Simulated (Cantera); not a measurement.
A closed system holds: 1 mol BN, 0.48 mol H₂O, 5.1 mol N₂, 7.8 mol F₂, equilibrated at 1373 K and 0.00370 bar.

Method: chemical equilibrium by Gibbs-energy minimisation in Cantera with the NASA 1993 tables (ideal gas, pure condensed phases). Candidate condensed phases: B, BN, B₂O₃, B₃O₃H₃, H₂O; 62 gas species. Equilibrium is a limit: real reactors are often held back by kinetics, nucleation or transport.

Question: What is the equilibrium state?

Answer: 
- x(F): 0.598
- x(N₂): 0.288
- x(BF₃): 0.0515
- x(HF): 0.0494
- x(O₂): 0.0123
- x(F₂): 0.000613
- x(NO): 9.09e-5
- x(O): 1.12e-6
- gas amount: 19.43 mol
- log10 activity of B(s) (absent): -35.29
- log10 activity of B₃O₃H₃(s) (absent): -117.43
